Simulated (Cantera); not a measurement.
A closed system holds: 1 mol Si₃N₄, 0.29 mol O₂, 720 mol H₂, equilibrated at 1.20 Torr.

Method: chemical equilibrium by Gibbs-energy minimisation in Cantera with the NASA 1993 tables (ideal gas, pure condensed phases). Candidate condensed phases: H₂O, Si, SiO₂, Si₂N₂O, Si₃N₄; 35 gas species. Mutual solubility and eutectic melting of coexisting phases are not modelled. Gases not in the tables: Si₂H₆ and higher silanes. Rates play no part.

**Question.** Which condensed phases are stable at each of these points (T (K)): 948, 1098, 1248, 1398, 1548, 1698, 1848?

**Answer.** 
```json
[
 {"T (K)": "948", "condensed phases": "Si₂N₂O(s) + Si₃N₄(s)", "Si condensed (%)": "100.0"},
 {"T (K)": "1098", "condensed phases": "Si₂N₂O(s) + Si₃N₄(s)", "Si condensed (%)": "100.0"},
 {"T (K)": "1248", "condensed phases": "Si₂N₂O(s) + Si₃N₄(s)", "Si condensed (%)": "100.0"},
 {"T (K)": "1398", "condensed phases": "Si(s) + Si₂N₂O(s)", "Si condensed (%)": "98.4"},
 {"T (K)": "1548", "condensed phases": "Si(s)", "Si condensed (%)": "80.1"},
 {"T (K)": "1698", "condensed phases": "Si(l)", "Si condensed (%)": "69.6"},
 {"T (K)": "1848", "condensed phases": "gas only", "Si condensed (%)": "0.0"}
]
```

From 948 K to 1248 K the condensed part is Si₂N₂O(s) + Si₃N₄(s). At 1398 K the condensed part is Si(s) + Si₂N₂O(s). At 1548 K the condensed part is Si(s). At 1698 K the condensed part is Si(l). At 1848 K nothing is condensed.
